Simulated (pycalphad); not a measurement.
**Effect of Cu content in Si-Cu**

CALPHAD calculation (pycalphad, COST 507 light-alloy database (1999)), 1 atm. These are 1990s assessments: newer ones move some temperatures and phases. Amounts are mole fractions of atoms.

| alloy | liquidus (K) | first solid | solidus (K) | phases at 600 K |
|---|---|---|---|---|
| Si-4.736Cu (wt.%) | 1676 | diamond (Si) | 1074 | diamond (Si) 0.97, CU19SI6_ETA 0.03 |
| Si-7.022Cu (wt.%) | (withheld) | diamond (Si) | 1074 | (withheld) |
| Si-9.249Cu (wt.%) | 1665 | diamond (Si) | 1074 | diamond (Si) 0.94, CU19SI6_ETA 0.06 |
| Si-13.51Cu (wt.%) | 1653 | diamond (Si) | 1074 | diamond (Si) 0.92, CU19SI6_ETA 0.09 |
| Si-25.15Cu (wt.%) | 1613 | diamond (Si) | 1074 | diamond (Si) 0.83, CU19SI6_ETA 0.17 |
| Si-32.03Cu (wt.%) | 1584 | diamond (Si) | 1074 | diamond (Si) 0.77, CU19SI6_ETA 0.23 |

Task: Some entries are withheld; supply them.

Result: 
- Si-7.022Cu (wt.%), liquidus (K): 1671
- Si-7.022Cu (wt.%), phases at 600 K: diamond (Si) 0.96, CU19SI6_ETA 0.04

Database names, with the compositions (at.%) that they take in these runs: CU19SI6_ETA: Cu 76 Si 24.
